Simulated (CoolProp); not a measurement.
Ethane along the isobar 3230 kPa: fugacity coefficient from the reference equation and from simpler models built on Tc = 305.3 K, pc = 4872 kPa, ω = 0.099; each cubic takes its own stable root.

Computed with CoolProp (reference Helmholtz-energy equation of state, Bücker 2006).

| T (K) | phase | reference |
|---|---|---|
| 298.1 | gas | 0.7634 |
| 324.1 | gas | 0.8197 |
| 350.1 | gas | 0.8595 |
| 376.2 | gas | 0.8891 |
| 402.2 | gas | 0.9116 |
| 428.2 | gas | 0.9292 |
| 454.2 | gas | 0.9431 |
| 480.2 | gas | 0.9542 |
| 506.2 | gas | 0.9632 |
| 532.2 | gas | 0.9706 |
| 558.2 | gas | 0.9767 |

Task: How far does each simpler model (van der Waals, Redlich-Kwong) lie from the reference over these 11 states: mean and median of the absolute difference, and the worst?

Result: 
- van der Waals: mean 1.3 %, median 1.4 %, worst +3.7 % at 298.1 K and 3230 kPa
- Redlich-Kwong: mean 0.6 %, median 0.7 %, worst -0.7 % at 454.2 K and 3230 kPa
